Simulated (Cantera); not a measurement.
Input (Python, Cantera) and output of one run.

```python
import numpy as np
import cantera as ct

gas_names = """
    CL CL2 H HCL H2 N NH NH2 NH3 N2 N2H2 N2H4 Si SiCL SiCL2 SiCL3 SiCL4 SiH SiHCL3 SiH2 SiH2CL2 SiH3
    SiH3CL SiH4 SiN Si2 Si2N Si3
""".split()
cond_names = """
    NH4CL(a) NH4CL(b) Si(cr) Si(L) Si3N4(a)
""".split()


def load(file, names, dense=False):
    # The tables refer to 1 bar. Condensed volumes are neglected.
    table = {s.name: s for s in ct.Species.list_from_file(file)}
    out = []
    for n in names:
        d = dict(table[n].input_data)
        d["thermo"] = dict(d["thermo"], **{"reference-pressure": 1e5})
        if dense:
            d["equation-of-state"] = {"model": "constant-volume", "density": "1e6 g/cm^3"}
        out.append(ct.Species.from_dict(d))
    return out


gas = ct.Solution(thermo="ideal-gas", species=load("nasa_gas.yaml", gas_names))
cond = {s.name: ct.Solution(thermo="fixed-stoichiometry", species=[s], name=s.name)
        for s in load("nasa_condensed.yaml", cond_names, dense=True)}
atoms = {
    'SiH2Cl2': {'Si': 1, 'H': 2, 'CL': 2},
    'N2': {'N': 2},
}
top_T = {'Si3N4(a)': 2400}  # K; cautious upper limits of use, not melting points


def equilibrate(T, P, feed):
    n = {}
    for name, mol in feed.items():
        for a, k in atoms[name].items():
            n[a] = n.get(a, 0.0) + k * mol
    gas.TPX = T, P, n
    mass = sum(n.values()) * gas.mean_molecular_weight
    gas.equilibrate("TP")
    valid = [c for c in cond.values() if c.min_temp <= T <= top_T.get(c.name, c.max_temp)]
    mix = ct.Mixture([(gas, mass / gas.mean_molecular_weight)] + [(c, 0.0) for c in valid])
    mix.T, mix.P = T, P
    mix.equilibrate("TP", solver="vcs", rtol=1e-11, max_steps=5000)
    return mix


results = []
feed = {'SiH2Cl2': 1, 'N2': 3.9}  # mol
P = 460  # Pa
for T in [1450, 1500, 1550, 1600, 1650, 1700, 1750, 1800, 1850, 1900, 1950, 2000, 2050]:
    mix = equilibrate(T, P, feed)
    results.append((T, P, feed, dict(zip(mix.species_names, mix.species_moles))))

top = {s: max(r[3][s] / sum(r[3][g] for g in gas_names) for r in results) for s in gas_names}
cols = sorted((s for s in top if top[s] > 0.001), key=lambda s: -top[s])[:8]
seen = [c for c in cond_names if any(r[3].get(c, 0) > 1e-12 for r in results)]
print("log10 of partial pressures in bar; condensed amounts in mol")
print(f"{'T/K':>10s}" + "".join(f"{s[:9]:>10s}" for s in cols + seen))
for T, P, feed, n in results:
    ng = sum(n[g] for g in gas_names)
    print(f"{T:10.4g}" + "".join(f"{np.log10(max(n[s] / ng * P / 1e5, 1e-99)):10.3f}" for s in cols)
          + "".join(f"{n.get(c, 0):10.4g}" for c in seen))
```

Result:

```
log10 of partial pressures in bar; condensed amounts in mol
       T/K        N2       HCL        H2     SiCL2        Si         H     SiCL3      SiCL     Si(L)  Si3N4(a)
      1450    -2.530    -3.019    -3.434    -3.606   -10.003    -6.741    -4.366    -8.250         0    0.2078
      1500    -2.529    -3.078    -3.380    -3.467    -9.175    -6.444    -4.458    -7.700         0    0.1784
      1550    -2.528    -3.151    -3.328    -3.373    -8.401    -6.166    -4.598    -7.203         0      0.15
      1600    -2.526    -3.231    -3.283    -3.308    -7.676    -5.906    -4.763    -6.750         0    0.1243
      1650    -2.525    -3.317    -3.247    -3.261    -6.997    -5.665    -4.938    -6.332         0    0.1021
      1700    -2.524    -3.406    -3.219    -3.227    -6.357    -5.441    -5.118    -5.944         0   0.08322
      1750    -2.517    -3.478    -3.215    -3.220    -5.824    -5.241    -5.289    -5.625    0.2146         0
      1800    -2.518    -3.467    -3.220    -3.224    -5.498    -5.056    -5.378    -5.418    0.2173         0
      1850    -2.519    -3.457    -3.225    -3.228    -5.191    -4.881    -5.463    -5.223    0.2175         0
      1900    -2.520    -3.449    -3.231    -3.234    -4.899    -4.716    -5.544    -5.039    0.2131         0
      1950    -2.522    -3.443    -3.239    -3.241    -4.623    -4.560    -5.625    -4.866    0.2009         0
      2000    -2.525    -3.439    -3.249    -3.251    -4.361    -4.413    -5.704    -4.703    0.1756         0
      2050    -2.530    -3.439    -3.261    -3.263    -4.112    -4.275    -5.785    -4.550    0.1286         0
```

Cantera equilibrium calculation (NASA polynomials, part measured and part estimated; ideal gas, pure solids and liquids). N2 is the only nitrogen source here; it is nearly inert below about 1500 K, so the nitride shown seldom forms there in practice. The tables' values for SiCl3, SiCl, SiN are old estimates; treat these amounts as uncertain. Gases not in the tables: Si2H6 and higher silanes.
